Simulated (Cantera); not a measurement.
# Pyrogenic steam for wet oxidation

An isothermal, constant-pressure homogeneous reactor starts with 10.5 % H₂, 10.9 % O₂, 78.6 % N₂, at 1398 K and 90000 Pa.

Computed with Cantera and the H2/O2 subset of GRI-Mech 3.0, which has no nitrogen chemistry. The temperature is held fixed by assumption; the heat of reaction is taken as removed at once.

```json
[
 {"t (s)": "0.000900", "x H₂": "5.69e-5", "x O₂": "0.0598", "x O": "5.18e-5", "x OH": "0.000350", "x H": "7.06e-6", "x HO₂": "2.63e-6", "x H₂O₂": "2.45e-7"},
 {"t (s)": "0.00280", "x H₂": "7.47e-6", "x O₂": "0.0599", "x O": "7.76e-6", "x OH": "0.000137", "x H": "3.99e-7", "x HO₂": "4.46e-7", "x H₂O₂": "5.98e-8"},
 {"t (s)": "0.00874", "x H₂": "1.55e-6", "x O₂": "0.0599", "x O": "1.76e-6", "x OH": "6.52e-5", "x H": "4.26e-8", "x HO₂": "1.09e-7", "x H₂O₂": "1.70e-8"},
 {"t (s)": "0.0272", "x H₂": "4.55e-7", "x O₂": "0.0599", "x O": "5.34e-7", "x OH": "3.58e-5", "x H": "7.23e-9", "x HO₂": "4.54e-8", "x H₂O₂": "5.82e-9"},
 {"t (s)": "0.0849", "x H₂": "2.30e-7", "x O₂": "0.0599", "x O": "2.63e-7", "x OH": "2.51e-5", "x H": "2.63e-9", "x HO₂": "3.60e-8", "x H₂O₂": "3.09e-9"},
 {"t (s)": "0.264", "x H₂": "2.10e-7", "x O₂": "0.0599", "x O": "2.38e-7", "x OH": "2.39e-5", "x H": "2.30e-9", "x HO₂": "3.55e-8", "x H₂O₂": "2.83e-9"},
 {"t (s)": "0.824", "x H₂": "2.10e-7", "x O₂": "0.0599", "x O": "2.38e-7", "x OH": "2.39e-5", "x H": "2.30e-9", "x HO₂": "3.55e-8", "x H₂O₂": "2.83e-9"},
 {"t (s)": "2.57", "x H₂": "2.10e-7", "x O₂": "0.0599", "x O": "2.38e-7", "x OH": "2.39e-5", "x H": "2.30e-9", "x HO₂": "3.55e-8", "x H₂O₂": "2.83e-9"},
 {"t (s)": "8.00", "x H₂": "2.10e-7", "x O₂": "0.0599", "x O": "2.38e-7", "x OH": "2.39e-5", "x H": "2.30e-9", "x HO₂": "3.55e-8", "x H₂O₂": "2.83e-9"}
]
```
x: mole fraction; the columns are a selection and need not sum to one.

Equilibrium at this temperature and pressure: H₂ 2.10e-7, O₂ 0.0599, O 2.38e-7, OH 2.39e-5, H 2.30e-9, HO₂ 3.55e-8, H₂O₂ 2.83e-9 (gas phase only).
